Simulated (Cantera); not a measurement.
Input: 1 mol CH3SiH3, 0.007 mol C2H4, 72 mol H2, equilibrated at 0.100 bar.

Cantera equilibrium calculation (NASA polynomials, part measured and part estimated; ideal gas, pure solids and liquids). Candidate condensed phases: C, C6H6, C7H8, C8H18, Si, SiC; 87 gas species. The feed counts by its element totals alone. Gases not in the tables: Si2H6 and higher silanes. The numbers say what is thermodynamically allowed, not how fast it happens.

Question: Which condensed phases are stable at each of these points (T (K)): 1198, 1398, 1598, 1798, 1998, 2198, 2398, 2598?

Answer: 
```csv
T (K),condensed phases,Si condensed (%)
1198,SiC(s),100.0
1398,SiC(s),100.0
1598,SiC(s),100.0
1798,SiC(s),100.0
1998,SiC(s),99.3
2198,SiC(s),91.8
2398,SiC(s),36.8
2598,gas only,0.0
```

From 1198 K to 2398 K the condensed part is SiC(s). At 2598 K nothing is condensed.
